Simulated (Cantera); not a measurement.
Feed: 1 mol Fe(CO)5, 0.014 mol O2, 17 mol H2, equilibrated at 1100 K and 0.133 bar.

Cantera equilibrium calculation (NASA polynomials, part measured and part estimated; ideal gas, pure solids and liquids). Candidate condensed phases: C, C6H6, C7H8, C8H18, Fe, Fe(CO)5, FeO, Fe(OH)2, Fe(OH)3, Fe2O3, Fe3O4, H2O; 114 gas species. Kinetics and transport are ignored.

Base state: H2 0.769, CO 0.225, H2O 0.00268, CH4 0.00218, CO2 0.000776 (mole fractions); condensed: Fe(α).

Task: What changes in the equilibrium state with this change: pressure from 0.133 bar to 1.00 bar?

Result: 
```json
[
 {"species": "H2", "before": "0.769", "after": "0.749"},
 {"species": "CO", "before": "0.225", "after": "0.213"},
 {"species": "CH4", "before": "0.00218", "after": "0.0185"},
 {"species": "H2O", "before": "0.00268", "after": "0.0155"},
 {"species": "CO2", "before": "0.000776", "after": "0.00435"},
 {"species": "Fe(α), mol", "before": "1.00", "after": "1.00"}
]
```
